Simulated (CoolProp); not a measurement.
Vapour-liquid equilibrium of carbon dioxide (1) + propylene (2) at 0.949 MPa; x and y are mole fractions of (1).

Values from CoolProp's multi-fluid Helmholtz-energy mixture model, Span 1996 and Lemmon 2013; pair parameters Bell 2016.

Question: Give the bubble temperature and the first vapour's composition at x = 0.05, 0.2, 0.5. Is there an azeotrope?

Answer: x = 0.05: 279.6 K, y = 0.257; x = 0.2: 258.1 K, y = 0.647; x = 0.5: 241.5 K, y = 0.851. No azeotrope shows between x = 0.05 and 0.95.

The pair parameters rest on a limited set of measurements; away from them the model extrapolates.
